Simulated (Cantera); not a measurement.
What does this Cantera script print?

```python
import numpy as np
import cantera as ct

gas = ct.Solution("h2o2.yaml")
gas.TPX = 675, 100000, {'H2': 1, 'O2': 0.385, 'N2': 1.38}
flame = ct.FreeFlame(gas, width=0.04)
flame.set_refine_criteria(ratio=3, slope=0.08, curve=0.16)
flame.transport_model = "mixture-averaged"
flame.solve(loglevel=0, auto=True)
flame.transport_model = "multicomponent"
flame.soret_enabled = True
flame.solve(loglevel=0, refine_grid=True)
z, T = flame.grid, flame.T
thick = (T[-1] - T[0]) / np.gradient(T, z).max()
show = ['H2', 'O2', 'H2O2', 'OH', 'H2O', 'H']
print(f"laminar burning velocity  {flame.velocity[0] * 100:.3f} cm/s")
print(f"burnt temperature         {T[-1]:.1f} K")
print(f"thermal thickness         {thick * 1e3:.4f} mm")
print(f"grid points               {len(z)}")
z0 = z[flame.heat_release_rate.argmax()]
print(f"{'z/mm':>9s}{'T/K':>9s}{'u/(m/s)':>9s}" + "".join(f"{s:>11s}" for s in show))
rows = []
for k in (-3, -2, -1.5, -1, -0.5, -0.25, 0, 0.25, 0.5, 1, 2, 4, 8):
    zz = z0 + k * thick
    rows.append([k * thick, np.interp(zz, z, T), np.interp(zz, z, flame.velocity),
                 *(np.interp(zz, z, flame.X[gas.species_index(s)]) for s in show)])
    print(f"{rows[-1][0] * 1e3:9.3f}{rows[-1][1]:9.1f}{rows[-1][2]:9.3f}" + "".join(f"{x:11.3e}" for x in rows[-1][3:]))
```

Output:

```
laminar burning velocity  1027.745 cm/s
burnt temperature         2584.1 K
thermal thickness         0.4724 mm
grid points               136
     z/mm      T/K  u/(m/s)         H2         O2       H2O2         OH        H2O          H
   -1.417    675.0   10.277  3.617e-01  1.392e-01  1.315e-13  1.880e-17  8.963e-14  4.251e-15
   -0.945    675.0   10.277  3.617e-01  1.392e-01  1.468e-13  1.708e-14  9.020e-12  4.941e-12
   -0.709    675.0   10.277  3.617e-01  1.392e-01  1.633e-12  2.415e-12  6.716e-10  8.057e-10
   -0.472    675.0   10.277  3.616e-01  1.392e-01  4.955e-10  8.906e-10  1.251e-07  2.282e-07
   -0.236    689.1   10.419  3.559e-01  1.398e-01  1.950e-06  5.825e-05  7.883e-04  3.487e-04
   -0.118    865.2   12.758  3.207e-01  1.356e-01  6.513e-06  7.215e-04  1.754e-02  8.870e-03
    0.000   1305.4   18.686  1.958e-01  8.520e-02  3.860e-06  4.710e-03  1.203e-01  5.701e-02
    0.118   1612.1   22.844  1.017e-01  2.678e-02  2.179e-06  1.114e-02  2.248e-01  8.807e-02
    0.236   1751.2   24.649  8.930e-02  1.511e-02  1.351e-06  1.407e-02  2.466e-01  8.402e-02
    0.472   1903.5   26.536  9.154e-02  1.156e-02  7.461e-07  1.623e-02  2.557e-01  7.030e-02
    0.945   2066.3   28.473  9.436e-02  8.880e-03  4.100e-07  1.737e-02  2.656e-01  5.496e-02
    1.890   2225.7   30.298  9.555e-02  6.234e-03  2.467e-07  1.706e-02  2.772e-01  4.062e-02
    3.779   2368.2   31.873  9.544e-02  3.912e-03  1.668e-07  1.521e-02  2.893e-01  2.849e-02
```

Model: the H2/O2 subset of GRI-Mech 3.0, which has no nitrogen chemistry, integrated in Cantera. Burning velocities carry a grid error of a few per cent, more on coarse grids.
